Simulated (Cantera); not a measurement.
## Adiabatic ignition

An adiabatic, constant-pressure homogeneous reactor starts with 30.5 % CO, 1.10 % H2, 1.00 % CH4, 13.7 % O2, 51.5 % N2, 2.31 % CO2, equivalence ratio 1.3, at 1598 K and 3.30 bar.

Model: GRI-Mech 3.0 (53 species, 325 reactions), integrated in Cantera.

```tsv
t (s)	T (K)	x CO	x H2	x CH4	x NO	x CH3	x C2H6
7.00e-6	1599	0.304	0.0109	0.00987	2.00e-11	0.000159	1.33e-6
1.32e-5	1723	0.298	0.0104	0.00264	9.78e-8	0.000395	4.26e-6
2.51e-5	2214	0.207	0.00379	<1e-12	6.61e-5	<1e-12	<1e-12
4.74e-5	2543	0.189	0.00341	<1e-12	0.000310	<1e-12	<1e-12
8.98e-5	2768	0.170	0.00291	<1e-12	0.00112	<1e-12	<1e-12
0.000170	2882	0.159	0.00263	<1e-12	0.00305	<1e-12	<1e-12
0.000321	2897	0.158	0.00261	<1e-12	0.00611	<1e-12	<1e-12
0.000608	2893	0.158	0.00263	<1e-12	0.00942	<1e-12	<1e-12
0.00115	2889	0.158	0.00264	<1e-12	0.0115	<1e-12	<1e-12
0.00218	2888	0.158	0.00264	<1e-12	0.0120	<1e-12	<1e-12
0.00412	2888	0.158	0.00265	<1e-12	0.0120	<1e-12	<1e-12
0.00780	2888	0.158	0.00265	<1e-12	0.0120	<1e-12	<1e-12
0.0148	2888	0.158	0.00265	<1e-12	0.0120	<1e-12	<1e-12
0.0279	2888	0.158	0.00265	<1e-12	0.0120	<1e-12	<1e-12
0.0528	2888	0.158	0.00265	<1e-12	0.0120	<1e-12	<1e-12
0.100	2888	0.158	0.00265	<1e-12	0.0120	<1e-12	<1e-12
```
x: mole fraction; the columns are a selection and need not sum to one.

The time of steepest temperature rise is 13.5 µs and the temperature at 0.100 s is 2888 K. The equilibrium temperature is 2888 K, the x(CO) at 0.100 s is 0.158 (gas-phase equilibrium 0.158) and the x(H2) at 0.100 s is 0.00265 (gas-phase equilibrium 0.00265). The x(CH4) at 0.100 s is <1e-12 (gas-phase equilibrium <1e-12).
